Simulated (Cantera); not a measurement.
A Cantera script and what it prints.

```python
import numpy as np
import cantera as ct

gas_names = [...]  # 87 gases of nasa_gas.yaml made of C, H, Si
cond_names = """
    C(gr) C6H6(L) C7H8(L) C8H18(L),n-octa Si(cr) Si(L) SiC(b)
""".split()


# ... load() reads the species with a 1 bar reference pressure and builds the phases ...
atoms = {
    'Si(CH3)4': {'Si': 1, 'C': 4, 'H': 12},
    'CH4': {'C': 1, 'H': 4},
    'H2': {'H': 2},
}
top_T = {'C(gr)': 4500, 'SiC(b)': 3050}  # K; cautious upper limits of use, not melting points


# ... equilibrate(T, P, feed) seeds the gas with the atoms and calls Mixture.equilibrate('TP', solver="vcs", rtol=1e-11, max_steps=5000) ...
results = []
feed = {'Si(CH3)4': 1, 'CH4': 0.087, 'H2': 1.2}  # mol
T = 2148  # K
for P in [100, 270, 720, 1900, 5200, 14000, 37000, 100000]:
    mix = equilibrate(T, P, feed)
    results.append((T, P, feed, dict(zip(mix.species_names, mix.species_moles))))

top = {s: max(r[3][s] / sum(r[3][g] for g in gas_names) for r in results) for s in gas_names}
cols = sorted((s for s in top if top[s] > 1e-06), key=lambda s: -top[s])[:6]
seen = [c for c in cond_names if any(r[3].get(c, 0) > 1e-12 for r in results)]
print("log10 of partial pressures in bar; condensed amounts in mol")
print(f"{'P/Pa':>10s}" + "".join(f"{s[:9]:>10s}" for s in cols + seen))
for T, P, feed, n in results:
    ng = sum(n[g] for g in gas_names)
    print(f"{P:10.4g}" + "".join(f"{np.log10(max(n[s] / ng * P / 1e5, 1e-99)):10.3f}" for s in cols)
          + "".join(f"{n.get(c, 0):10.4g}" for c in seen))
```

Result:

```
log10 of partial pressures in bar; condensed amounts in mol
      P/Pa        H2         H        Si C2H2,acet      SiC2      Si2C     C(gr)    SiC(b)
       100    -3.069    -3.914    -4.698    -5.787    -5.803    -6.009      3.22    0.8072
       270    -2.608    -3.684    -4.698    -5.326    -5.803    -6.009     3.117    0.9307
       720    -2.166    -3.463    -4.698    -4.884    -5.803    -6.009     3.081    0.9741
      1900    -1.736    -3.248    -4.698    -4.454    -5.803    -6.009     3.067      0.99
      5200    -1.293    -3.027    -4.698    -4.011    -5.803    -6.009     3.062    0.9961
   1.4e+04    -0.860    -2.810    -4.698    -3.577    -5.803    -6.009      3.06    0.9984
   3.7e+04    -0.436    -2.598    -4.698    -3.154    -5.803    -6.009     3.059    0.9993
     1e+05    -0.003    -2.381    -4.698    -2.721    -5.803    -6.009     3.057    0.9996
```

These are equilibrium values from Cantera (NASA tables, ideal gas, pure condensed phases), not measurements of a reactor. Gases not in the tables: Si2H6 and higher silanes.
